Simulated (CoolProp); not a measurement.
Ammonia along the isobar 9.63 MPa: Z from the reference equation and from simpler models built on Tc = 405.6 K, pc = 11.36 MPa, ω = 0.256; each cubic takes its own stable root.

Values from CoolProp's reference Helmholtz-energy equation of state, Gao 2020.

```csv
T (K),phase,reference
204.4,liquid,0.1327
213.5,liquid,0.1289
222.5,liquid,0.1255
231.5,liquid,0.1224
240.5,liquid,0.1196
249.5,liquid,0.1172
258.6,liquid,0.1150
267.6,liquid,0.1130
276.6,liquid,0.1114
285.6,liquid,0.1099
294.7,liquid,0.1087
303.7,liquid,0.1078
```

Question: How far does each simpler model (van der Waals, Redlich-Kwong, Soave-Redlich-Kwong) lie from the reference over these 12 states: mean and median of the absolute difference, and the worst?

Answer: 
- van der Waals: mean 88.9 %, median 88.8 %, worst +91.4 % at 204.4 K and 9.63 MPa
- Redlich-Kwong: mean 30.1 %, median 29.8 %, worst +31.3 % at 303.7 K and 9.63 MPa
- Soave-Redlich-Kwong: mean 26.3 %, median 26.1 %, worst +27.3 % at 204.4 K and 9.63 MPa
